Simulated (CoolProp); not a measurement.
Isopentane along the isobar 2470 kPa: Z from the reference equation and from simpler models built on Tc = 460.3 K, pc = 3378 kPa, ω = 0.227; each cubic takes its own stable root.

Model: reference Helmholtz-energy equation of state, Lemmon 2006, in CoolProp. It is a short technical equation, of lower accuracy than the large ones.

```json
[
 {"T (K)": "284.4", "phase": "liquid", "reference": "0.1193", "van der Waals": "0.1912", "Redlich-Kwong": "0.1311"},
 {"T (K)": "293.7", "phase": "liquid", "reference": "0.1172", "van der Waals": "0.1877", "Redlich-Kwong": "0.1290"},
 {"T (K)": "303", "phase": "liquid", "reference": "0.1153", "van der Waals": "0.1845", "Redlich-Kwong": "0.1272"},
 {"T (K)": "312.3", "phase": "liquid", "reference": "0.1136", "van der Waals": "0.1816", "Redlich-Kwong": "0.1257"},
 {"T (K)": "321.6", "phase": "liquid", "reference": "0.1121", "van der Waals": "0.1792", "Redlich-Kwong": "0.1244"},
 {"T (K)": "330.9", "phase": "liquid", "reference": "0.1108", "van der Waals": "0.1770", "Redlich-Kwong": "0.1234"},
 {"T (K)": "340.2", "phase": "liquid", "reference": "0.1097", "van der Waals": "0.1752", "Redlich-Kwong": "0.1227"},
 {"T (K)": "349.5", "phase": "liquid", "reference": "0.1088", "van der Waals": "0.1738", "Redlich-Kwong": "0.1223"},
 {"T (K)": "358.8", "phase": "liquid", "reference": "0.1082", "van der Waals": "0.1728", "Redlich-Kwong": "0.1222"},
 {"T (K)": "368.1", "phase": "liquid", "reference": "0.1077", "van der Waals": "0.1722", "Redlich-Kwong": "0.1224"},
 {"T (K)": "377.4", "phase": "liquid", "reference": "0.1075", "van der Waals": "0.1721", "Redlich-Kwong": "0.1231"},
 {"T (K)": "386.7", "phase": "liquid", "reference": "0.1076", "van der Waals": "0.1726", "Redlich-Kwong": "0.1242"},
 {"T (K)": "396", "phase": "liquid", "reference": "0.1080", "van der Waals": "0.1738", "Redlich-Kwong": "0.1260"}
]
```
